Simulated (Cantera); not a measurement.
Feed: 1 mol Si2H6, 0.35 mol Cl2, 11 mol N2, 1.4 mol HCl, at 575 °C and 1.00 bar.

These are equilibrium values from Cantera (NASA tables, ideal gas, pure condensed phases), not measurements of a reactor. Candidate condensed phases: NH4Cl, Si, Si3N4; 28 gas species. The feed counts by its element totals alone. N2 is the only nitrogen source here; it is nearly inert below about 1500 K, so the nitride shown seldom forms there in practice. The numbers say what is thermodynamically allowed, not how fast it happens.

Base state: N2 0.675, H2 0.194, HCl 0.125, SiCl4 0.00524, NH3 0.000133, SiHCl3 1.33e-5 (mole fractions); condensed: Si3N4(s).

**Question.** What changes in the equilibrium state with this change: Cl2 from 0.35 to 0.12 mol?

**Answer.** 
```tsv
species	before	after
N2	0.675	0.684
H2	0.194	0.208
HCl	0.125	0.106
SiCl4	0.00524	0.00238
SiHCl3	1.33e-5	7.56e-6
NH3	0.000133	0.000148
Si3N4(s), mol	0.641	0.655
```

**Question.** What changes in the equilibrium state with this change: N2 from 11 to 6 mol?

**Answer.** 
```csv
species,before,after
N2,0.675,0.505
H2,0.194,0.304
HCl,0.125,0.179
SiCl4,0.00524,0.0111
SiHCl3,1.33e-5,3.05e-5
NH3,0.000133,0.000225
"Si3N4(s), mol",0.641,0.632
```

**Question.** What changes in the equilibrium state with this change: 1.4 mol NH3 added?

**Answer.** 
| species | before | after |
|---|---|---|
| N2 | 0.675 | 0.604 |
| H2 | 0.194 | 0.280 |
| HCl | 0.125 | 0.114 |
| SiCl4 | 0.00524 | 0.00192 |
| SiHCl3 | 1.33e-5 | 7.62e-6 |
| NH3 | 0.000133 | 0.000217 |
| Si3N4(s), mol | 0.641 | 0.656 |
